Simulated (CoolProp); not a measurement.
A single-stage vapour-compression cycle with CH2F2 (R32): evaporating at 215.15 K (dew point), condensing at 266.15 K (bubble point), superheat 8 K, subcooling 5 K, compressor efficiency 0.65, no pressure losses. Each further row changes one setting.

Values from CoolProp's reference Helmholtz-energy equation of state, Tillner-Roth 1997.

```
case                              cooling COP  pressure ratio  discharge temperature (K)  refrigerating effect (kJ/kg)  volumetric capacity (kJ/m³)
--------------------------------  -----------  --------------  -------------------------  ----------------------------  ---------------------------
as stated                                   ?            8.90                      398.0                           320                          671
evaporating temperature 220.15 K            ?            6.83                      381.6                             ?                          868
condensing temperature 261.15 K          2.48               ?                          ?                           329                          688
subcooling 10 K                             ?            8.90                      398.0                           329                          688
superheat 18 K                           2.15            8.90                          ?                           329                          655
compressor efficiency 0.55                  ?            8.90                      423.6                           320                          671
```

**Question.** Some entries are withheld; supply them.

**Answer.** 
- as stated, cooling COP: 2.19
- evaporating temperature 220.15 K, cooling COP: 2.55
- evaporating temperature 220.15 K, refrigerating effect (kJ/kg): 323
- condensing temperature 261.15 K, pressure ratio: 7.49
- condensing temperature 261.15 K, discharge temperature (K): 383.2
- subcooling 10 K, cooling COP: 2.25
- superheat 18 K, discharge temperature (K): 412.5
- compressor efficiency 0.55, cooling COP: 1.85
